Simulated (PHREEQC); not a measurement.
# Nickel, zinc or cadmium bath (model solution)

Make-up at 25 °C: 0.058 mol/kgw NiCl2. Closed to the air; pH follows from the charge balance.

Equilibrium calculation in PHREEQC: ion-association model, wateq4f.dat.

No solid was allowed to form.

### Question
Predict the pH, ionic strength.

### Answer
pH 5.80; ionic strength 0.162 mol/kgw.

### Question
In which forms is Ni present?

### Answer
Ni+2 91 %, NiCl+ 7.8 %, NiCl2 1.7 % of the Ni.
